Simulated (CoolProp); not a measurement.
C3F8 (R218) along the isobar 12.5 bar: density (kg/m³) from the reference equation and from simpler models built on Tc = 71.9 °C, pc = 26.40 bar, ω = 0.317; each cubic takes its own stable root.

Model: reference Helmholtz-energy equation of state, Lemmon 2006, in CoolProp. It is a short technical equation, of lower accuracy than the large ones.

| T (°C) | phase | reference | Redlich-Kwong | Soave-Redlich-Kwong |
|---|---|---|---|---|
| 7.65 | liquid | ? | ? | 1325 |
| 17.05 | liquid | 1376 | 1188 | 1265 |
| 26.55 | liquid | 1321 | 1118 | 1196 |
| 36.05 | liquid | 1256 | ? | ? |
| 45.55 | gas | 121.8 | 117.8 | 120.2 |
| 54.95 | gas | 112.3 | 110.5 | 111.7 |
| 64.45 | gas | 105.0 | 104.4 | 104.8 |
| 73.95 | gas | 99.06 | 99.21 | 99.11 |
| 83.45 | gas | 94.11 | ? | 94.22 |
| 92.85 | gas | 89.90 | 90.71 | ? |
| 102.35 | gas | 86.16 | 87.13 | 86.25 |
| 111.85 | gas | 82.84 | ? | 82.90 |
| 121.35 | gas | 79.85 | ? | 79.87 |

Question: What belongs in the gaps?

Answer: 
- 7.65, reference: 1425
- 7.65, Redlich-Kwong: 1248
- 36.05, Redlich-Kwong: 126.9
- 36.05, Soave-Redlich-Kwong: 1114
- 83.45, Redlich-Kwong: 94.68
- 92.85, Soave-Redlich-Kwong: 90.01
- 111.85, Redlich-Kwong: 83.90
- 121.35, Redlich-Kwong: 80.96

At some of these states Redlich-Kwong gives the other phase, because its saturation line lies elsewhere.
